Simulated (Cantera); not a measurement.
# Equilibrium for silicon oxide and oxynitride deposition: Si2H6 + O2 + H2

Charge: 1 mol Si2H6, a varied amount of O2, 6 mol H2, at 952 °C and 90000 Pa.

Equilibrium computed with Cantera from the NASA thermochemical tables; the gas is ideal and each condensed phase is pure. Candidate condensed phases: H2O, Si, SiO2; 18 gas species. The feed counts by its element totals alone. Mutual solubility and eutectic melting of coexisting phases are not modelled. The tables hold silica as quartz up to 1696 K and as liquid above; real silica turns to tridymite and cristobalite and melts near 1996 K. Gases not in the tables: Si(OH)4. The numbers say what is thermodynamically allowed, not how fast it happens.

```json
[
 {"n(O2) (mol)": "0.31", "x H2": "1.000", "x H2O": "8.78e-8", "x SiO": "1.21e-6", "x SiH4": "6.12e-7", "n Si(s)": "1.69", "n SiO2(β-quartz)": "0.310"},
 {"n(O2) (mol)": "0.39", "x H2": "1.000", "x H2O": "8.78e-8", "x SiO": "1.21e-6", "x SiH4": "6.12e-7", "n Si(s)": "1.61", "n SiO2(β-quartz)": "0.390"},
 {"n(O2) (mol)": "0.49", "x H2": "1.000", "x H2O": "8.78e-8", "x SiO": "1.21e-6", "x SiH4": "6.12e-7", "n Si(s)": "1.51", "n SiO2(β-quartz)": "0.490"},
 {"n(O2) (mol)": "0.62", "x H2": "1.000", "x H2O": "8.78e-8", "x SiO": "1.21e-6", "x SiH4": "6.12e-7", "n Si(s)": "1.38", "n SiO2(β-quartz)": "0.620"},
 {"n(O2) (mol)": "0.78", "x H2": "1.000", "x H2O": "8.78e-8", "x SiO": "1.21e-6", "x SiH4": "6.12e-7", "n Si(s)": "1.22", "n SiO2(β-quartz)": "0.780"},
 {"n(O2) (mol)": "0.99", "x H2": "1.000", "x H2O": "8.78e-8", "x SiO": "1.21e-6", "x SiH4": "6.12e-7", "n Si(s)": "1.01", "n SiO2(β-quartz)": "0.990"},
 {"n(O2) (mol)": "1.2", "x H2": "1.000", "x H2O": "8.78e-8", "x SiO": "1.21e-6", "x SiH4": "6.12e-7", "n Si(s)": "0.800", "n SiO2(β-quartz)": "1.20"},
 {"n(O2) (mol)": "1.6", "x H2": "1.000", "x H2O": "8.78e-8", "x SiO": "1.21e-6", "x SiH4": "6.12e-7", "n Si(s)": "0.400", "n SiO2(β-quartz)": "1.60"},
 {"n(O2) (mol)": "2", "x H2": "1.000", "x H2O": "3.64e-7", "x SiO": "2.91e-7", "x SiH4": "3.56e-8", "n Si(s)": "0", "n SiO2(β-quartz)": "2.00"},
 {"n(O2) (mol)": "2.5", "x H2": "0.889", "x H2O": "0.111", "x SiO": "<1e-12", "x SiH4": "<1e-12", "n Si(s)": "0", "n SiO2(β-quartz)": "2.00"},
 {"n(O2) (mol)": "3.2", "x H2": "0.733", "x H2O": "0.267", "x SiO": "<1e-12", "x SiH4": "<1e-12", "n Si(s)": "0", "n SiO2(β-quartz)": "2.00"},
 {"n(O2) (mol)": "4", "x H2": "0.556", "x H2O": "0.444", "x SiO": "<1e-12", "x SiH4": "<1e-12", "n Si(s)": "0", "n SiO2(β-quartz)": "2.00"}
]
```
x: gas mole fraction; n: condensed amount in mol.

From 0.31 mol O2 to 1.6 mol O2 the condensed part is Si(s) + SiO2(β-quartz). From 2 mol O2 to 4 mol O2 the condensed part is SiO2(β-quartz).
